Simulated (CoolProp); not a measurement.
A Linde-Hampson liquefier for carbon monoxide: isothermal reversible compression at 250 K from 1 atm to 40 MPa, throttling to 1 atm, return gas leaving the recuperator 10 K below the feed. Each further row changes one setting.

Computed with CoolProp (reference Helmholtz-energy equation of state, Lemmon 2006). It is a short technical equation, of lower accuracy than the large ones.

| case | liquid yield per pass | compression work (kJ/kg of gas) |
|---|---|---|
| as stated | 0.149 | 440 |
| high pressure 80 MPa | ___ | ___ |
| warm-end temperature 280 K | ___ | ___ |
| warm-end gap 15 K | 0.137 | 440 |

Q: Some entries are withheld; supply them.

A: 
- high pressure 80 MPa, liquid yield per pass: 0.101
- high pressure 80 MPa, compression work (kJ/kg of gas): 517
- warm-end temperature 280 K, liquid yield per pass: 0.106
- warm-end temperature 280 K, compression work (kJ/kg of gas): 500
